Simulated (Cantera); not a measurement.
Input: 1 mol B, 3 mol H₂O, 3.9 mol N₂, at 0.590 bar.

Method: chemical equilibrium by Gibbs-energy minimisation in Cantera with the NASA 1993 tables (ideal gas, pure condensed phases). Candidate condensed phases: B, BN, B₂O₃, B₃O₃H₃, H₂O; 39 gas species. Gases not in the tables: H₃BO₃. Equilibrium is a limit: real reactors are often held back by kinetics, nucleation or transport.

x: gas mole fraction; n: condensed amount in mol.

| T (°C) | x N₂ | x H₂ | x H₂O | x HBO₂ | n B₂O₃(l) |
|---|---|---|---|---|---|
| 550 | 0.567 | 0.218 | 0.209 | 1.65e-7 | 0.440 |
| 650 | 0.566 | 0.218 | 0.213 | 2.72e-6 | 0.467 |
| 750 | 0.566 | 0.218 | 0.215 | 2.53e-5 | 0.480 |
| 850 | 0.566 | 0.217 | 0.216 | 0.000155 | 0.487 |
| 950 | 0.565 | 0.217 | 0.216 | 0.000693 | 0.489 |
| 1050 | 0.565 | 0.217 | 0.215 | 0.00244 | 0.486 |
| 1150 | 0.563 | 0.217 | 0.212 | 0.00707 | 0.471 |
| 1250 | 0.560 | 0.215 | 0.206 | 0.0175 | [?] |
| 1350 | 0.554 | 0.213 | 0.194 | 0.0378 | [?] |
| 1450 | 0.544 | 0.209 | 0.173 | 0.0721 | [?] |
| 1550 | 0.527 | 0.202 | 0.143 | 0.119 | 0 |
| 1650 | 0.527 | 0.202 | 0.144 | 0.117 | 0 |
| 1750 | 0.527 | 0.201 | 0.146 | 0.114 | 0 |

**Question.** Complete the blanks.

**Answer.** 
- 1250, n B₂O₃(l): 0.435
- 1350, n B₂O₃(l): 0.362
- 1450, n B₂O₃(l): 0.226
